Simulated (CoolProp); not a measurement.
Properties of R245fa along the isotherm 143.95 °C (Tc = 153.9 °C, pc = 3.651 MPa, ω = 0.378).

Model: reference Helmholtz-energy equation of state, Akasaka 2015, in CoolProp.

| p (MPa) | phase | cp (kJ/(kg K)) | speed of sound (m/s) | Joule-Thomson coefficient (K/MPa) | fugacity coefficient |
|---|---|---|---|---|---|
| 0.342 | gas | 1.088 | 160.8 | 9.328 | 0.9662 |
| 0.685 | gas | 1.116 | 155.4 | 9.881 | 0.9326 |
| 1.03 | gas | 1.152 | 149.6 | 10.53 | 0.8988 |
| 1.37 | gas | 1.198 | 143.2 | 11.28 | 0.8655 |
| 1.71 | gas | 1.261 | 136.2 | 12.19 | 0.8321 |
| 2.05 | gas | 1.355 | 128.1 | 13.34 | 0.7984 |
| 2.4 | gas | 1.520 | 118.4 | 14.88 | 0.7632 |
| 2.74 | gas | 1.870 | 106.6 | 17.04 | 0.7279 |
| 3.42 | liquid | 2.303 | 170.3 | 2.436 | 0.6294 |
| 3.77 | liquid | 2.113 | 188.2 | 1.955 | 0.5800 |
| 4.11 | liquid | 2.002 | 202.7 | 1.650 | 0.5400 |
| 4.45 | liquid | 1.926 | 215.4 | 1.429 | 0.5061 |
| 4.79 | liquid | 1.870 | 226.8 | 1.260 | 0.4770 |
| 5.13 | liquid | 1.826 | 237.3 | 1.124 | 0.4518 |
| 5.48 | liquid | 1.790 | 247.2 | 1.010 | 0.4291 |
